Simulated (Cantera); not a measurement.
What does this Cantera script print?

```python
import numpy as np
import cantera as ct

gas_names = """
    H HNO HNO2 HNO3 HO2 H2 H2O H2O2 H2S H2SO4 N NH NH2 NH3 NH2OH NO NO2 NO3 N2 N2H2 N2H4 N2O O OH O2 O3
    S SH SN SO SO2 SO3 S2 S2O S8
""".split()
cond_names = """
    H2O(s) H2O(L) H2SO4(L) S(cr1) S(cr2) S(L)
""".split()


# ... load() reads the species with a 1 bar reference pressure and builds the phases ...
atoms = {
    'NH3': {'N': 1, 'H': 3},
    'SO2': {'S': 1, 'O': 2},
    'N2': {'N': 2},
}
top_T = {}  # K; cautious upper limits of use, not melting points


# ... equilibrate(T, P, feed) seeds the gas with the atoms and calls Mixture.equilibrate('TP', solver="vcs", rtol=1e-11, max_steps=5000) ...
results = []
feed = {'NH3': 1, 'SO2': 0.11, 'N2': 0.19}  # mol
P = 101325  # Pa
for T in [1273, 1348, 1423, 1498, 1573, 1648, 1723, 1798, 1873, 1948, 2023, 2098, 2173, 2248]:
    mix = equilibrate(T, P, feed)
    results.append((T, P, feed, dict(zip(mix.species_names, mix.species_moles))))

top = {s: max(r[3][s] / sum(r[3][g] for g in gas_names) for r in results) for s in gas_names}
cols = sorted((s for s in top if top[s] > 1e-05), key=lambda s: -top[s])[:6]
seen = [c for c in cond_names if any(r[3].get(c, 0) > 1e-12 for r in results)]
print("log10 of partial pressures in bar; condensed amounts in mol")
print(f"{'T/K':>10s}" + "".join(f"{s[:9]:>10s}" for s in cols + seen))
for T, P, feed, n in results:
    ng = sum(n[g] for g in gas_names)
    print(f"{T:10.4g}" + "".join(f"{np.log10(max(n[s] / ng * P / 1e5, 1e-99)):10.3f}" for s in cols)
          + "".join(f"{n.get(c, 0):10.4g}" for c in seen))
```

Output:

```
log10 of partial pressures in bar; condensed amounts in mol
       T/K        H2        N2       H2O       H2S        S2        SH
      1273    -0.267    -0.496    -0.992    -1.294    -4.301    -4.536
      1348    -0.266    -0.496    -0.992    -1.296    -3.892    -4.161
      1423    -0.266    -0.496    -0.992    -1.300    -3.529    -3.828
      1498    -0.266    -0.496    -0.993    -1.307    -3.211    -3.532
      1573    -0.265    -0.497    -0.993    -1.319    -2.936    -3.271
      1648    -0.264    -0.497    -0.994    -1.339    -2.703    -3.042
      1723    -0.263    -0.498    -0.994    -1.366    -2.511    -2.843
      1798    -0.261    -0.498    -0.995    -1.403    -2.358    -2.672
      1873    -0.259    -0.499    -0.997    -1.447    -2.239    -2.526
      1948    -0.258    -0.500    -0.998    -1.498    -2.150    -2.401
      2023    -0.256    -0.501    -1.000    -1.554    -2.085    -2.294
      2098    -0.255    -0.502    -1.003    -1.614    -2.039    -2.203
      2173    -0.254    -0.503    -1.006    -1.677    -2.011    -2.125
      2248    -0.254    -0.505    -1.009    -1.742    -1.996    -2.059
```

Equilibrium computed with Cantera from the NASA thermochemical tables; the gas is ideal and each condensed phase is pure. Gases not in the tables: S3 to S7.
